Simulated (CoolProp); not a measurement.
R410A along the isobar 97.3 bar: fugacity coefficient from the reference equation and from simpler models built on Tc = 344.5 K, pc = 49.01 bar, ω = 0.296; each cubic takes its own stable root.

Model: reference Helmholtz-energy equation of state, Lemmon 2003, in CoolProp. It is a pseudo-pure fit of the blend.

```csv
T (K),phase,reference
233.5,liquid,0.02251
250,liquid,0.04291
266.6,liquid,0.07400
283.1,liquid,0.1169
299.6,liquid,0.1724
316.1,liquid,0.2395
332.7,liquid,0.3169
349.2,supercritical,0.4002
365.7,supercritical,0.4844
382.2,supercritical,0.5618
398.8,supercritical,0.6263
415.3,supercritical,0.6784
431.8,supercritical,0.7217
448.3,supercritical,0.7584
464.9,supercritical,0.7900
481.4,supercritical,0.8171
```

### Question
How far does each simpler model (van der Waals, Redlich-Kwong) lie from the reference over these 16 states: mean and median of the absolute difference, and the worst?

### Answer
- van der Waals: mean 72.5 %, median 10.3 %, worst +419.8 % at 233.5 K and 97.3 bar
- Redlich-Kwong: mean 21.5 %, median 5.2 %, worst +92.2 % at 233.5 K and 97.3 bar
